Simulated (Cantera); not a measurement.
What does this Cantera script print?

```python
import numpy as np
import cantera as ct

gas_names = [...]  # 151 gases of nasa_gas.yaml made of C, H, N, O, Si
cond_names = """
    C(gr) C6H6(L) C7H8(L) C8H18(L),n-octa H2O(s) H2O(L) Si(cr) Si(L) SiC(b) SiO2(Lqz) SiO2(hqz) SiO2(L)
    Si2N2O(s) Si3N4(a)
""".split()


# ... load() reads the species with a 1 bar reference pressure and builds the phases ...
atoms = {
    'HMDSO': {'Si': 2, 'C': 6, 'H': 18, 'O': 1},
    'H2O': {'H': 2, 'O': 1},
    'N2': {'N': 2},
}
top_T = {'C(gr)': 4500, 'SiC(b)': 3050, 'Si2N2O(s)': 2100, 'Si3N4(a)': 2400}  # K; cautious upper limits of use, not melting points


# ... equilibrate(T, P, feed) seeds the gas with the atoms and calls Mixture.equilibrate('TP', solver="vcs", rtol=1e-11, max_steps=5000) ...
results = []
feed = {'HMDSO': 1, 'H2O': 1.3, 'N2': 190}  # mol
T = 1175  # K
P = 130  # Pa
mix = equilibrate(T, P, feed)
results.append((T, P, feed, dict(zip(mix.species_names, mix.species_moles))))
print(gas.report(threshold=0.0001))
for i in range(1, mix.n_phases):
    print(f"{mix.phase(i).name:16s} {mix.phase_moles(i):12.5e} mol")
```

It prints:

```
       temperature   1175 K
          pressure   130 Pa
           density   0.00035501 kg/m^3
  mean mol. weight   26.679 kg/kmol
   phase of matter   gas

                          1 kg             1 kmol
                     ---------------   ---------------
          enthalpy        9.9272e+05        2.6485e+07  J
   internal energy        6.2653e+05        1.6715e+07  J
           entropy             10780        2.8762e+05  J/K
    Gibbs function       -1.1674e+07       -3.1146e+08  J
 heat capacity c_p            1251.9             33400  J/K
 heat capacity c_v            940.28             25086  J/K

                      mass frac. Y      mole frac. X     chem. pot. / RT
                     ---------------   ---------------   ---------------
                CO         0.0068038         0.0064805           -49.037
                H2         0.0038794          0.051339           -27.536
                N2            0.9893           0.94217               -32
     [ +148 minor]        1.2687e-05        1.3285e-05

C(gr)             4.69750e+00 mol
Si(cr)            0.00000e+00 mol
SiC(b)            0.00000e+00 mol
SiO2(hqz)         0.00000e+00 mol
Si2N2O(s)         9.99998e-01 mol
Si3N4(a)          0.00000e+00 mol
```

Method: chemical equilibrium by Gibbs-energy minimisation in Cantera with the NASA 1993 tables (ideal gas, pure condensed phases). The feed counts by its element totals alone. N2 is the only nitrogen source here; it is nearly inert below about 1500 K, so the nitride shown seldom forms there in practice.
